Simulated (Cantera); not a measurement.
What does this Cantera script print?

```python
import numpy as np
import cantera as ct

gas = ct.Solution("gri30.yaml")
gas.TPX = 400, 250000, {'CH4': 1, 'CO': 0.24, 'O2': 1.32, 'N2': 4.98}
inlet = ct.Reservoir(gas, clone=True)
gas.equilibrate("HP")  # start burning
reactor = ct.IdealGasConstPressureReactor(gas, energy="on", clone=False)
exhaust = ct.Reservoir(gas, clone=True)
tau = [0.042, 0.022, 0.011, 0.0059, 0.003, 0.0016, 0.00082, 0.00042, 0.00022, 0.00011, 5.9e-05][0]
for a, b in ((inlet, reactor), (reactor, exhaust)):
    ct.MassFlowController(a, b, mdot=lambda t: reactor.mass / tau)
net = ct.ReactorNet([reactor])
show = ['CH4', 'CO', 'O2', 'H2', 'NO', 'CH2O']

rows = []
print(f"{'tau/s':>10s}{'T/K':>9s}" + "".join(f"{s:>11s}" for s in show))
for tau in [0.042, 0.022, 0.011, 0.0059, 0.003, 0.0016, 0.00082, 0.00042, 0.00022, 0.00011, 5.9e-05]:
    net.initial_time = 0.0
    net.advance(30 * tau)
    before = gas.X
    net.advance(40 * tau)
    drift = np.max(np.abs(gas.X - before) / (gas.X + 1e-9))
    rows.append([gas.T, *gas[show].X, drift])
    print(f"{tau:10.3e}{gas.T:9.1f}" + "".join(f"{x:11.3e}" for x in gas[show].X))
```

Result:

```
     tau/s      T/K        CH4         CO         O2         H2         NO       CH2O
 4.200e-02   1942.9  3.313e-03  9.830e-02  4.347e-04  7.538e-02  1.735e-05  6.849e-06
 2.200e-02   1944.3  4.114e-03  9.594e-02  7.458e-04  7.199e-02  1.513e-05  1.069e-05
 1.100e-02   1943.0  5.015e-03  9.370e-02  1.306e-03  6.838e-02  1.284e-05  1.709e-05
 5.900e-03   1937.6  5.877e-03  9.220e-02  2.137e-03  6.530e-02  1.079e-05  2.598e-05
 3.000e-03   1924.6  6.960e-03  9.131e-02  3.645e-03  6.211e-02  8.387e-06  4.120e-05
 1.600e-03   1900.5  8.357e-03  9.133e-02  6.150e-03  5.907e-02  5.783e-06  6.524e-05
 8.200e-04   1839.3  1.148e-02  9.248e-02  1.238e-02  5.479e-02  2.365e-06  1.228e-04
 4.200e-04    400.0  1.326e-01  3.183e-02  1.751e-01 -2.188e-15 -1.540e-20 -6.211e-17
 2.200e-04    400.0  1.326e-01  3.183e-02  1.751e-01 -2.263e-17 -1.592e-22 -6.424e-19
 1.100e-04    400.0  1.326e-01  3.183e-02  1.751e-01 -1.221e-19 -8.595e-25 -3.467e-21
 5.900e-05    400.0  1.326e-01  3.183e-02  1.751e-01 -7.715e-21 -5.429e-26 -2.190e-22
```

Detailed kinetics in Cantera: GRI-Mech 3.0 (53 species, 325 reactions).
